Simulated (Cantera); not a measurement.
Cantera run, input and output.

```python
import numpy as np
import cantera as ct

gas = ct.Solution("gri30.yaml")
gas.TPX = 1025, 100000, {'CO': 0.0013, 'O2': 0.018, 'H2O': 0.053, 'N2': 1}
reactor = ct.IdealGasConstPressureReactor(gas, energy="off", clone=False)
net = ct.ReactorNet([reactor])
net.rtol, net.atol = 1e-08, 1e-18
show = ['CO', 'O2', 'H2O', 'NO', 'NO2']
times = np.geomspace(0.0008, 20, 10)

steps = ct.SolutionArray(gas, extra=["t"])
rows = []
print(f"{'t/s':>10s}{'T/K':>9s}{'P/Pa':>11s}" + "".join(f"{s:>11s}" for s in show))
for t in times:
    while net.time < t:
        t_next = net.step()
        steps.append(gas.state, t=t_next)
    rows.append([np.interp(t, steps.t, y) for y in (steps.T, steps.P, *steps(*show).X.T)])
    print(f"{t:10.3e}{rows[-1][0]:9.1f}{rows[-1][1]:11.4g}" + "".join(f"{x:11.3e}" for x in rows[-1][2:]))
rate = np.gradient(steps.T, steps.t)
print("integrator steps:", len(steps.t))
if steps.T.max() > steps.T[0] + 200:
    print(f"time of steepest temperature rise: {steps.t[rate.argmax()]:.4e} s")
gas.TPX = 1025, 100000, {'CO': 0.0013, 'O2': 0.018, 'H2O': 0.053, 'N2': 1}
gas.equilibrate("TP")
print(f"equilibrium (TP): T = {gas.T:.1f} K  " + "  ".join(f"{s} {gas[s].X[0]:.3e}" for s in show))
```

It prints:

```
       t/s      T/K       P/Pa         CO         O2        H2O         NO        NO2
 8.000e-04   1025.0      1e+05  1.212e-03  1.679e-02  4.943e-02  1.580e-21  1.329e-28
 2.465e-03   1025.0      1e+05  1.212e-03  1.679e-02  4.943e-02  1.475e-20  4.700e-26
 7.593e-03   1025.0      1e+05  1.212e-03  1.679e-02  4.943e-02  3.373e-19  5.066e-23
 2.339e-02   1025.0      1e+05  1.210e-03  1.678e-02  4.943e-02  4.248e-15  1.722e-16
 7.207e-02   1025.0      1e+05  1.088e-03  1.673e-02  4.942e-02  7.959e-13  4.622e-13
 2.220e-01   1025.0      1e+05  7.741e-04  1.657e-02  4.942e-02  3.417e-12  2.880e-12
 6.840e-01   1025.0      1e+05  3.653e-04  1.637e-02  4.944e-02  6.694e-12  1.016e-11
 2.107e+00   1025.0      1e+05  1.115e-04  1.625e-02  4.945e-02  6.330e-12  2.070e-11
 6.492e+00   1025.0      1e+05  2.426e-05  1.620e-02  4.946e-02  5.433e-12  2.626e-11
 2.000e+01   1025.0      1e+05  2.463e-06  1.619e-02  4.946e-02  1.198e-11  2.111e-11
integrator steps: 931
equilibrium (TP): T = 1025.0 K  CO 1.339e-12  O2 1.618e-02  H2O 4.946e-02  NO 1.243e-05  NO2 1.561e-07
```

Detailed kinetics in Cantera: GRI-Mech 3.0 (53 species, 325 reactions).
